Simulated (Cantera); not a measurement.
**Low-pressure radical oxidation in H2/O2**

An isothermal, constant-pressure homogeneous reactor starts with 5.04 % H2, 59.3 % O2, 35.6 % N2, equivalence ratio 0.043, at 1000 K and 0.0120 bar.

Computed with Cantera and the H2/O2 subset of GRI-Mech 3.0, which has no nitrogen chemistry. Radical loss at walls, strong at low pressure, is not modelled. The temperature is held fixed by assumption; the heat of reaction is taken as removed at once.

```csv
t (s),x H2,x O2,x O,x H2O2,x OH,x H
4.00e-6,0.0504,0.593,<1e-12,<1e-12,<1e-12,1.04e-12
2.06e-5,0.0504,0.593,<1e-12,<1e-12,<1e-12,5.18e-12
0.000106,0.0504,0.593,5.24e-12,<1e-12,4.26e-12,2.41e-11
0.000548,0.0504,0.593,1.16e-10,<1e-12,6.13e-11,1.46e-10
0.00283,0.0504,0.593,3.13e-8,<1e-12,1.41e-8,2.82e-8
0.0146,0.00199,0.568,0.0162,9.05e-8,0.00177,0.0126
0.0752,0.000198,0.581,0.00265,7.72e-8,0.000525,0.000593
0.388,7.11e-6,0.583,0.000101,4.49e-8,9.74e-5,4.18e-6
2.00,3.19e-7,0.583,5.29e-6,1.23e-8,2.25e-5,5.02e-8
```
x: mole fraction; the columns are a selection and need not sum to one.

Equilibrium at this temperature and pressure: H2 5.44e-11, O2 0.583, O 1.10e-9, H2O2 1.22e-11, OH 3.24e-7, H <1e-12 (gas phase only).
